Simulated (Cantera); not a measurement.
**Stirred combustor or abatement burner**

A perfectly stirred reactor is fed with 12.3 % CH₃OH, 18.4 % O₂, 69.3 % N₂, equivalence ratio 1.0, at 5.00 bar; it is adiabatic with a 673 K inlet, and is followed from long to short residence time, starting on the burning branch (τ in s: 0.076, 0.039, 0.02, 0.01, 0.0053, 0.0027, 0.0014, 0.00073, 0.00037, 0.00019, 9.9e-05).

Computed with Cantera and GRI-Mech 3.0 (53 species, 325 reactions). GRI-Mech 3.0 was tuned for natural gas; its chemistry of methanol as a main component is partial and can be far from experiment.

```csv
τ (s),T (K),x CH₃OH,x O₂,x HCN,x N₂O,x CH₂O,x H₂O
0.076,2441,1.85e-7,0.00712,3.92e-8,3.84e-7,2.13e-7,0.220
0.039,2440,3.56e-7,0.00729,6.81e-8,3.85e-7,4.09e-7,0.220
0.020,2438,6.79e-7,0.00759,1.09e-7,3.88e-7,7.79e-7,0.220
0.010,2434,1.31e-6,0.00809,1.58e-7,3.93e-7,1.50e-6,0.220
0.0053,2427,2.35e-6,0.00876,1.94e-7,4.00e-7,2.66e-6,0.219
0.0027,2414,4.26e-6,0.00975,2.13e-7,4.11e-7,4.78e-6,0.218
0.0014,2393,7.40e-6,0.0110,2.13e-7,4.23e-7,8.20e-6,0.216
0.00073,2364,1.24e-5,0.0127,2.06e-7,4.33e-7,1.36e-5,0.214
0.00037,2324,2.08e-5,0.0148,2.09e-7,4.37e-7,2.24e-5,0.211
0.00019,2276,3.44e-5,0.0173,2.41e-7,4.33e-7,3.63e-5,0.208
9.9e-5,2222,5.66e-5,0.0200,3.17e-7,4.21e-7,5.84e-5,0.204
```
x: mole fraction; the columns are a selection and need not sum to one.
